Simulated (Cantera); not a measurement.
# AlN + Cl2 + H2 (chemical vapour transport)

Input: 1 mol AlN, 0.92 mol Cl2, a varied amount of H2, held at 1150 K and 15000 Pa.

These are equilibrium values from Cantera (NASA tables, ideal gas, pure condensed phases), not measurements of a reactor. Candidate condensed phases: Al, AlCl3, AlN, NH4Cl; 20 gas species. The tables' values for AlCl2 are old estimates; treat these amounts as uncertain. Rates play no part.

From 0.062 mol H2 to 6.7 mol H2 the condensed part is AlN(s). The main Al-bearing gas is AlCl3 throughout. The share of Al in condensed phases is highest at 6.7 mol H2 (59.0 %) and lowest at 0.062 mol H2 (40.5 %).

| n(H2) (mol) | x H2 | x AlCl3 | x N2 | x HCl | x Al2Cl6 | x AlCl2 | n AlN(s) |
|---|---|---|---|---|---|---|---|
| 0.062 | 0.0355 | 0.605 | 0.303 | 0.0553 | 0.000914 | 7.89e-5 | 0.405 |
| 0.095 | 0.0588 | 0.580 | 0.291 | 0.0697 | 0.000840 | 7.72e-5 | 0.410 |
| 0.15 | 0.0970 | 0.543 | 0.272 | 0.0866 | 0.000738 | 7.48e-5 | 0.417 |
| 0.22 | 0.143 | 0.503 | 0.252 | 0.101 | 0.000633 | 7.20e-5 | 0.425 |
| 0.34 | 0.212 | 0.447 | 0.224 | 0.116 | 0.000500 | 6.78e-5 | 0.435 |
| 0.52 | 0.298 | 0.383 | 0.192 | 0.127 | 0.000366 | 6.28e-5 | 0.448 |
| 0.8 | 0.399 | 0.312 | 0.156 | 0.133 | 0.000243 | 5.67e-5 | 0.463 |
| 1.2 | 0.500 | 0.245 | 0.123 | 0.132 | 0.000150 | 5.02e-5 | 0.480 |
| 1.9 | 0.612 | 0.176 | 0.0881 | 0.124 | 7.75e-5 | 4.26e-5 | 0.503 |
| 2.8 | 0.697 | 0.127 | 0.0637 | 0.112 | 4.05e-5 | 3.62e-5 | 0.526 |
| 4.4 | 0.779 | 0.0832 | 0.0416 | 0.0960 | 1.73e-5 | 2.93e-5 | 0.557 |
| 6.7 | 0.839 | 0.0538 | 0.0269 | 0.0801 | 7.22e-6 | 2.35e-5 | 0.590 |
x: gas mole fraction; n: condensed amount in mol.
